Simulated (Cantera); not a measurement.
Input: 1 mol TiO2, 2.6 mol Al2O3, 2.3 mol O2, equilibrated at 948 K and 0.100 bar.

Equilibrium computed with Cantera from the NASA thermochemical tables; the gas is ideal and each condensed phase is pure. Candidate condensed phases: Al, Al2O3, Ti, TiO, TiO2, Ti2O3, Ti3O5, Ti4O7; 12 gas species. Condensed phases not in the tables: mixed aluminates and titanates, alloys, solid solutions and most ternary compounds. Kinetics and transport are ignored.

Base state: O2 1.00 (mole fractions); condensed: Al2O3(s) + TiO2(rutile).

**Question.** What changes in the equilibrium state with this change: TiO2 replaced by SiO2?

**Answer.** 
| species | before | after |
|---|---|---|
| O2 | 1.00 | 1.00 |
| Al2O3(s), mol | 2.60 | 1.60 |
| TiO2(rutile), mol | 1.00 | 0 |
| Al2SiO5(andalusite), mol | 0 | 1.00 |
Condensed phases not in the tables: alloys, solid solutions and most ternary compounds. Further candidate phases: Al2SiO5, Al6Si2O13, Si, SiO2.
